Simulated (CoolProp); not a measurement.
Values from CoolProp's reference Helmholtz-energy equation of state, Rui 2013.

Task: Give the vapour pressure (MPa), liquid cp (kJ/(kg K)), vapour viscosity (µPa s), liquid conductivity (mW/(m K)) of saturated R236EA at 76.25, 89.45, 122.45 °C.

Result: 
```json
[
 {"T (°C)": "76.25", "p (MPa)": "0.915", "liquid cp (kJ/(kg K))": "1.39", "vapour viscosity (µPa s)": "12.8", "liquid conductivity (mW/(m K))": "62.5"},
 {"T (°C)": "89.45", "p (MPa)": "1.25", "liquid cp (kJ/(kg K))": "1.46", "vapour viscosity (µPa s)": "13.5", "liquid conductivity (mW/(m K))": "58.3"},
 {"T (°C)": "122.45", "p (MPa)": "2.48", "liquid cp (kJ/(kg K))": "2.01", "vapour viscosity (µPa s)": "17.4", "liquid conductivity (mW/(m K))": "48.5"}
]
```

Viscosity comes from a separate model (Huber 2003), an estimate that may be off by 10 % or more. Thermal conductivity comes from a separate model (Huber 2003), an estimate that may be off by 10 % or more.
